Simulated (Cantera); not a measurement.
# Thermodynamics of nitride etching, feed BN + H2

Feed: 1 mol BN, 85 mol H2, held at 4300 Pa.

Cantera equilibrium calculation (NASA polynomials, part measured and part estimated; ideal gas, pure solids and liquids). Candidate condensed phases: B, BN; 15 gas species. Mutual solubility and eutectic melting of coexisting phases are not modelled. The tables' values for BH2 are old estimates; treat these amounts as uncertain. The numbers say what is thermodynamically allowed, not how fast it happens.

```json
[
 {"T (°C)": "500", "x H2": "1.00", "x H": "4.38e-12", "x N2": "<1e-12", "x BH2": "<1e-12", "x BH3": "<1e-12", "x B": "<1e-12", "n BN(s)": "1.00", "n B(s)": "0"},
 {"T (°C)": "600", "x H2": "1.00", "x H": "2.26e-10", "x N2": "<1e-12", "x BH2": "<1e-12", "x BH3": "8.50e-12", "x B": "<1e-12", "n BN(s)": "1.00", "n B(s)": "0"},
 {"T (°C)": "700", "x H2": "1.00", "x H": "5.21e-9", "x N2": "4.85e-12", "x BH2": "6.27e-12", "x BH3": "6.97e-11", "x B": "<1e-12", "n BN(s)": "1.00", "n B(s)": "0"},
 {"T (°C)": "800", "x H2": "1.00", "x H": "6.76e-8", "x N2": "2.29e-10", "x BH2": "1.58e-10", "x BH3": "5.42e-10", "x B": "<1e-12", "n BN(s)": "1.00", "n B(s)": "0"},
 {"T (°C)": "900", "x H2": "1.000", "x H": "5.69e-7", "x N2": "3.19e-9", "x BH2": "3.01e-9", "x BH3": "3.89e-9", "x B": "<1e-12", "n BN(s)": "1.000", "n B(s)": "0"},
 {"T (°C)": "1000", "x H2": "1.000", "x H": "3.44e-6", "x N2": "2.82e-8", "x BH2": "3.66e-8", "x BH3": "2.07e-8", "x B": "<1e-12", "n BN(s)": "1.000", "n B(s)": "0"},
 {"T (°C)": "1100", "x H2": "1.000", "x H": "1.61e-5", "x N2": "1.91e-7", "x BH2": "3.00e-7", "x BH3": "8.33e-8", "x B": "<1e-12", "n BN(s)": "1.000", "n B(s)": "0"},
 {"T (°C)": "1200", "x H2": "1.000", "x H": "6.10e-5", "x N2": "1.04e-6", "x BH2": "1.80e-6", "x BH3": "2.70e-7", "x B": "4.81e-12", "n BN(s)": "1.000", "n B(s)": "0"},
 {"T (°C)": "1300", "x H2": "1.000", "x H": "0.000196", "x N2": "4.62e-6", "x BH2": "8.51e-6", "x BH3": "7.44e-7", "x B": "1.50e-10", "n BN(s)": "0.999", "n B(s)": "0"},
 {"T (°C)": "1400", "x H2": "0.999", "x H": "0.000549", "x N2": "1.74e-5", "x BH2": "3.30e-5", "x BH3": "1.79e-6", "x B": "3.07e-9", "n BN(s)": "0.997", "n B(s)": "0"},
 {"T (°C)": "1500", "x H2": "0.998", "x H": "0.00137", "x N2": "5.96e-5", "x BH2": "0.000107", "x BH3": "3.80e-6", "x B": "4.34e-8", "n BN(s)": "0.990", "n B(s)": "0.000726"},
 {"T (°C)": "1600", "x H2": "0.996", "x H": "0.00311", "x N2": "0.000361", "x BH2": "0.000214", "x BH3": "5.19e-6", "x B": "3.24e-7", "n BN(s)": "0.938", "n B(s)": "0.0428"}
]
```
x: gas mole fraction; n: condensed amount in mol.

From 500 °C to 1400 °C the condensed part is BN(s). From 1500 °C to 1600 °C the condensed part is B(s) + BN(s).
